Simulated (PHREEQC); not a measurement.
**Alkaline etch or developer: speciation**

Solution (20 °C): 0.0014 mol NH3, 0.0055 mol K2SiO3 and 0.0026 mol K3PO4 per kg of water. Closed to the air; pH follows from the charge balance.

Model: ion-association model, phreeqc.dat, run in PHREEQC.

* **pH**: 11.93
* **ionic strength**: 0.0239 mol/kgw
* **total alkalinity**: 17.6 meq/kg

| species | molality | activity | log γ |
|---|---|---|---|
| K+ | 0.0188 | 0.0161 | -0.066 |
| OH- | 0.00673 | 0.00578 | -0.066 |
| H3SiO4- | 0.00514 | 0.00442 | -0.065 |
| HPO4-2 | 0.00147 | 0.000830 | -0.249 |
| NH3 | 0.00139 | 0.00140 | 0.002 |
| PO4-3 | 0.00110 | 0.000285 | -0.585 |
| H2SiO4-2 | 0.000320 | 0.000182 | -0.245 |
| H4SiO4 | 4.23e-5 | 4.25e-5 | 0.002 |
| KHPO4- | 3.00e-5 | 2.61e-5 | -0.061 |
| NH4+ | 4.90e-6 | 4.18e-6 | -0.069 |
| H2PO4- | 1.87e-8 | 1.63e-8 | -0.061 |

No solid was allowed to form. Complexes and solids missing from the database can't appear.
